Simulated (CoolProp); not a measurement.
R507A at 312.25 K and 10 MPa is throttled through a valve to 3.86 MPa with no heat exchange. Each further row changes one setting.

Values from CoolProp's reference Helmholtz-energy equation of state, Lemmon 2003. It is a pseudo-pure fit of the blend.

```tsv
case	temperature change (K)	final phase	final density (kg/m³)
as stated	-1.3	liquid	1010
outlet pressure 1.16 MPa	-17.9	two-phase, vapour fraction 0.171	282
outlet pressure 5.02 MPa	-0.9	liquid	1030
```
